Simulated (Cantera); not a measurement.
Source: NASA polynomial tables (part measured, part estimated), evaluated in Cantera. Values are per mole of reaction as written; species without (g) are pure solids or liquids, kept so even where they would boil at 1 bar.

4 NO(g) + Zr → 2 N2O(g) + ZrO2

```json
[
 {"T (K)": "300", "ΔH° (kJ)": "[?]", "ΔS° (J/K)": "[?]", "ΔG° (kJ)": "[?]", "log10 K": "[?]", "condensed phases": "Zr(α), ZrO2(monoclinic)"},
 {"T (K)": "1925", "ΔH° (kJ)": "[?]", "ΔS° (J/K)": "[?]", "ΔG° (kJ)": "[?]", "log10 K": "[?]", "condensed phases": "Zr(β), ZrO2(tetragonal)"},
 {"T (K)": "2075", "ΔH° (kJ)": "-1267.0", "ΔS° (J/K)": "-364.0", "ΔG° (kJ)": "-511.7", "log10 K": "12.88", "condensed phases": "Zr(β), ZrO2(tetragonal)"},
 {"T (K)": "2225", "ΔH° (kJ)": "-1286.3", "ΔS° (J/K)": "-373.1", "ΔG° (kJ)": "-456.2", "log10 K": "10.71", "condensed phases": "Zr(l), ZrO2(tetragonal)"},
 {"T (K)": "2375", "ΔH° (kJ)": "[?]", "ΔS° (J/K)": "[?]", "ΔG° (kJ)": "[?]", "log10 K": "[?]", "condensed phases": "Zr(l), ZrO2(tetragonal)"},
 {"T (K)": "2525", "ΔH° (kJ)": "-1283.8", "ΔS° (J/K)": "-372.0", "ΔG° (kJ)": "-344.4", "log10 K": "7.12", "condensed phases": "Zr(l), ZrO2(tetragonal)"},
 {"T (K)": "2675", "ΔH° (kJ)": "[?]", "ΔS° (J/K)": "[?]", "ΔG° (kJ)": "[?]", "log10 K": "[?]", "condensed phases": "Zr(l), ZrO2(s)"}
]
```

Q: What belongs in the gaps?

A: 
- 300, ΔH° (kJ): -1299.4
- 300, ΔS° (J/K): -391.5
- 300, ΔG° (kJ): -1181.9
- 300, log10 K: 205.78
- 1925, ΔH° (kJ): -1269.3
- 1925, ΔS° (J/K): -365.1
- 1925, ΔG° (kJ): -566.4
- 1925, log10 K: 15.37
- 2375, ΔH° (kJ): -1285.0
- 2375, ΔS° (J/K): -372.5
- 2375, ΔG° (kJ): -400.3
- 2375, log10 K: 8.80
- 2675, ΔH° (kJ): -1282.5
- 2675, ΔS° (J/K): -371.5
- 2675, ΔG° (kJ): -288.7
- 2675, log10 K: 5.64
